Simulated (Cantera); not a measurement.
# Thermodynamics of carbon deposition, reforming and gasification, feed C2H6 + NH3

Input: 1 mol C2H6, 0.057 mol NH3, at 2975 K and 0.00120 bar.

Method: chemical equilibrium by Gibbs-energy minimisation in Cantera with the NASA 1993 tables (ideal gas, pure condensed phases). Candidate condensed phases: C, C6H6, C7H8, C8H18; 92 gas species. Kinetics and transport are ignored.

x(H): 0.835
x(C3): 0.0778
x(H2): 0.0392
x(C): 0.0243
x(C2): 0.0107
x(C2H): 0.00428
x(CN): 0.00274
x(N2): 0.00212
x(HCN): 0.00128
gas amount: 6.694 mol
log10 activity of C(graphite) (absent): -0.14
